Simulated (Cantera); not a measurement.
Feed: 1 mol SiF4, a varied amount of H2O, at 1450 °C and 1330 Pa.

Cantera equilibrium calculation (NASA polynomials, part measured and part estimated; ideal gas, pure solids and liquids). Candidate condensed phases: H2O, Si, SiO2; 38 gas species. The tables' values for SiF3 are old estimates; treat these amounts as uncertain. The tables hold silica as quartz up to 1696 K and as liquid above; real silica turns to tridymite and cristobalite and melts near 1996 K. Kinetics and transport are ignored.

x: gas mole fraction; n: condensed amount in mol.

| n(H2O) (mol) | x HF | x SiF4 | x H2O | x H2 | n SiO2(condensed) |
|---|---|---|---|---|---|
| 0.39 | 0.483 | 0.511 | 0.00510 | 9.74e-5 | 0.191 |
| 0.49 | 0.552 | 0.440 | 0.00719 | 0.000134 | 0.238 |
| 0.61 | 0.620 | 0.369 | 0.00990 | 0.000179 | 0.295 |
| 0.76 | (withheld) | (withheld) | (withheld) | (withheld) | (withheld) |
| 0.96 | 0.756 | 0.225 | 0.0189 | 0.000309 | 0.457 |
| 1.2 | 0.815 | 0.158 | 0.0262 | 0.000399 | 0.563 |
| 1.5 | 0.864 | 0.0973 | 0.0375 | 0.000520 | 0.689 |
| 1.9 | 0.895 | 0.0437 | 0.0600 | 0.000726 | 0.836 |
| 2.4 | 0.874 | (withheld) | (withheld) | (withheld) | 0.951 |
| 2.9 | 0.806 | 0.00293 | 0.188 | 0.00157 | 0.986 |
| 3.7 | 0.699 | 0.000663 | 0.297 | 0.00214 | 0.996 |

Q: Some entries are withheld; supply them.

A: 
- 0.76, x HF: 0.687
- 0.76, x SiF4: 0.298
- 0.76, x H2O: 0.0135
- 0.76, x H2: 0.000235
- 0.76, n SiO2(condensed): 0.365
- 2.4, x SiF4: 0.0112
- 2.4, x H2O: 0.113
- 2.4, x H2: 0.00112
